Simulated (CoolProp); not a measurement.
o-xylene along the isobar 0.994 MPa: density (kg/m³) from the reference equation and from simpler models built on Tc = 630.3 K, pc = 3.737 MPa, ω = 0.312; each cubic takes its own stable root.

Model: reference Helmholtz-energy equation of state, Zhou 2012, in CoolProp.

| T (K) | phase | reference |
|---|---|---|
| 371.6 | liquid | 813.4 |
| 388.2 | liquid | 798.4 |
| 404.8 | liquid | 783.0 |
| 421.4 | liquid | 767.1 |
| 438 | liquid | 750.7 |
| 454.5 | liquid | 733.6 |
| 471.1 | liquid | 715.7 |
| 487.7 | liquid | 696.6 |
| 504.3 | liquid | 676.2 |
| 520.9 | liquid | 653.9 |
| 537.5 | gas | 29.69 |
| 554 | gas | 27.86 |

Problem. How far does each simpler model (van der Waals, Redlich-Kwong, Soave-Redlich-Kwong, Peng-Robinson) lie from the reference over these 12 states: mean and median of the absolute difference, and the worst?

Solution. 
- van der Waals: mean 54.1 %, median 42.0 %, worst -95.7 % at 520.9 K and 0.994 MPa
- Redlich-Kwong: mean 20.7 %, median 15.5 %, worst -95.5 % at 520.9 K and 0.994 MPa
- Soave-Redlich-Kwong: mean 10.5 %, median 11.5 %, worst -14.0 % at 520.9 K and 0.994 MPa
- Peng-Robinson: mean 0.7 %, median 0.3 %, worst -2.4 % at 520.9 K and 0.994 MPa

At some of these states van der Waals, Redlich-Kwong gives the other phase, because its saturation line lies elsewhere.
